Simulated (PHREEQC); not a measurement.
Consider water at 25 °C with 160 mmol/kgw CaCl2 and 0.49 mmol/kgw MgSO4. Closed to the air; pH follows from the charge balance.

The numbers come from PHREEQC with the Pitzer model, pitzer.dat.

Precipitation was switched off in this run.

Q: Predict the activity of water, osmotic coefficient.

A: activity of water 0.993; osmotic coefficient 0.857.
